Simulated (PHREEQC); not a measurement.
Dissolve 3.9 mmol/kgw BaCl2 and 6.1 mmol/kgw NaF at 20 °C. Closed to the air; pH follows from the charge balance.

All values are PHREEQC results (ion-association model, wateq4f.dat), not measurements.

Each row changes one thing in this solution. No solid was allowed to form.

| case | pH | NaF (mol/kgw) | BaOH+ (mol/kgw) | SI of BaF2 (BaF2) |
|---|---|---|---|---|
| as made | 7.52 | 1.63e-5 | 2.97e-9 | -1.41 |
| diluted 5-fold with water | 7.28 | 7.51e-7 | 4.16e-10 | -3.33 |
| diluted 10-fold with water | 7.21 | 1.95e-7 | 1.85e-10 | -4.19 |
| NaF from 0.0061 to 0.00915 mol/kgw | 7.59 | 3.59e-5 | 3.46e-9 | -1.08 |
| BaCl2 replaced by Ba(OH)2 at the same molality | 12.00 | 1.63e-5 | 8.77e-5 | -1.41 |

Species that the database lacks are ignored.
